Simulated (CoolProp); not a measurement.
Vapour-liquid equilibrium of cyclohexane (1) + dimethyl carbonate (2) at 4.25 bar; x and y are mole fractions of (1).

Model: multi-fluid Helmholtz-energy mixture model, Zhou 2014 and Zhou 2011; pair parameters Bell 2016, in CoolProp.

```csv
x,bubble temperature (K),y at the bubble point,dew temperature at overall composition x (K),liquid density (mol/L)
0.05,411.8,0.129,414.4,9.828
0.125,407.4,0.264,412.0,9.655
0.2,404.4,0.354,409.5,9.469
0.275,402.5,0.419,407.0,9.280
0.35,401.2,0.468,404.5,9.095
0.425,400.5,0.507,402.3,8.918
0.5,400.1,0.542,400.6,8.750
0.575,399.9,0.576,399.9,8.594
0.65,400.1,0.611,400.5,8.449
0.725,400.6,0.652,402.1,8.313
0.8,401.6,0.705,404.1,8.185
0.875,403.5,0.778,406.4,8.058
0.95,406.8,0.889,408.8,7.925
```

y crosses x between x = 0.575 and 0.65: the model has an azeotrope there.

Pair parameters are fitted to limited data, so mixtures are less certain than the pure fluids.
